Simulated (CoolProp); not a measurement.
Methanol along the isotherm 295.25 °C: Z from the reference equation and from simpler models built on Tc = 240.2 °C, pc = 8216 kPa, ω = 0.565; each cubic takes its own stable root.

Values from CoolProp's reference Helmholtz-energy equation of state, de Reuck 1993.

| p (kPa) | phase | reference | Pitzer virial | van der Waals | Redlich-Kwong |
|---|---|---|---|---|---|
| 257 | gas | 0.9934 | 0.9926 | 0.9927 | 0.9920 |
| 513 | gas | 0.9867 | 0.9853 | 0.9854 | 0.9841 |
| 770 | gas | 0.9798 | 0.9780 | 0.9780 | 0.9760 |
| 1030 | gas | 0.9727 | 0.9705 | 0.9703 | 0.9677 |
| 1280 | gas | 0.9657 | 0.9634 | 0.9629 | 0.9597 |
| 1540 | gas | 0.9584 | 0.9559 | 0.9551 | 0.9514 |
| 1800 | gas | 0.9509 | 0.9485 | 0.9472 | 0.9429 |
| 2050 | gas | 0.9435 | 0.9413 | 0.9395 | 0.9347 |
| 2310 | gas | 0.9358 | 0.9339 | 0.9314 | 0.9260 |
| 2570 | gas | 0.9279 | 0.9264 | 0.9232 | 0.9173 |
| 2820 | gas | 0.9202 | 0.9193 | 0.9151 | 0.9089 |
| 3080 | gas | 0.9121 | 0.9118 | 0.9067 | 0.9000 |
| 3340 | gas | 0.9039 | 0.9044 | 0.8981 | 0.8910 |
| 3590 | gas | 0.8960 | 0.8972 | 0.8897 | 0.8823 |
| 3850 | gas | 0.8876 | 0.8898 | 0.8808 | 0.8731 |
| 4110 | gas | 0.8792 | 0.8823 | 0.8718 | 0.8639 |
